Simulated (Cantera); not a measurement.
**Sublimation and decomposition of ceramics: SiO2 + Si + N2**

Charge: 1 mol SiO2, 0.16 mol Si, 7.4 mol N2, at 100000 Pa.

Cantera equilibrium calculation (NASA polynomials, part measured and part estimated; ideal gas, pure solids and liquids). Candidate condensed phases: Si, SiO2, Si2N2O, Si3N4; 30 gas species. Ions and electrons are included (thermal ionisation). The tables' values for SiO2, SiN are old estimates; treat these amounts as uncertain. Equilibrium is a limit: real reactors are often held back by kinetics, nucleation or transport.

```
T (K)   x N2   x SiO     x O      x Si       x N      x O2     x NO    x SiO2
-----  -----  ------  ------  --------  --------  --------  -------  --------
3000   0.810   0.123  0.0183   4.74e-7   1.25e-5    0.0263   0.0171   0.00492
3500   0.794   0.125  0.0508   1.88e-5  0.000197    0.0106   0.0181   0.00106
4000   0.786   0.124  0.0729  0.000443   0.00157   0.00240   0.0126  0.000220
4500   0.775   0.117  0.0851   0.00564   0.00792  0.000586  0.00833   5.48e-5
5000   0.737  0.0875   0.109    0.0300    0.0285  0.000244  0.00663   1.60e-5
```
x: gas mole fraction; nothing condenses.

From 3000 K to 5000 K nothing is condensed. The main Si-bearing gas is SiO throughout.
